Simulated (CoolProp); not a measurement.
Vapour-liquid equilibrium of acetone (1) + water (2) at 1360 kPa; x and y are mole fractions of (1).

The numbers come from the multi-fluid Helmholtz-energy mixture model, Lemmon 2006 and Wagner 2002; pair parameters Bell 2016 in CoolProp.

| x | bubble temperature (K) | y at the bubble point | dew temperature at overall composition x (K) | liquid density (mol/L) |
|---|---|---|---|---|
| 0.05 | 459.7 | 0.173 | 464.9 | 43.24 |
| 0.2 | 446.0 | 0.452 | 458.5 | 31.95 |
| 0.35 | 440.0 | 0.567 | 451.3 | 24.52 |
| 0.5 | 436.8 | 0.643 | 443.5 | 19.40 |
| 0.65 | 434.4 | 0.722 | 436.5 | 15.74 |
| 0.8 | 432.8 | 0.822 | 433.1 | 13.04 |
| 0.95 | 432.2 | 0.951 | 432.2 | 10.97 |

No azeotrope shows between x = 0.05 and 0.95.

The pair parameters rest on a limited set of measurements; away from them the model extrapolates.
